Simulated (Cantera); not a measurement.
**Tantalum, niobium, vanadium and zirconium in process gases: Ta + CH4**

Charge: 1 mol Ta, a varied amount of CH4, equilibrated at 1350 K and 1000 Pa.

Method: chemical equilibrium by Gibbs-energy minimisation in Cantera with the NASA 1993 tables (ideal gas, pure condensed phases). Candidate condensed phases: C, C6H6, C7H8, C8H18, Ta, TaC; 77 gas species. Mutual solubility and eutectic melting of coexisting phases are not modelled. TaC: taken at fixed stoichiometry. Condensed phases not in the tables: Ta2C, N, O or C dissolved in the metal. Rates play no part.

```tsv
n(CH4) (mol)	log p H2	log p CH4	log p H	log p C2H2 (acetylene)	log p CH3	n Ta(s)	n TaC(s)	n C(graphite)
0.11	-2.00	-11.68	-6.62	<-14	<-14	0.890	0.110	0
0.2	-2.00	-11.68	-6.62	<-14	<-14	0.800	0.200	0
0.35	-2.00	-11.68	-6.62	<-14	<-14	0.650	0.350	0
0.62	-2.00	-11.68	-6.62	<-14	<-14	0.380	0.620	0
1.1	-2.00	-6.24	-6.62	-7.91	-9.56	0	1.00	0.0999
2	-2.00	-6.24	-6.62	-7.91	-9.56	0	1.00	1.000
3.5	-2.00	-6.24	-6.62	-7.91	-9.56	0	1.00	2.50
```
log p: log10 of the partial pressure in bar; n: condensed amount in mol.

From 0.11 mol CH4 to 0.62 mol CH4 the condensed part is Ta(s) + TaC(s). From 1.1 mol CH4 to 3.5 mol CH4 the condensed part is C(graphite) + TaC(s).
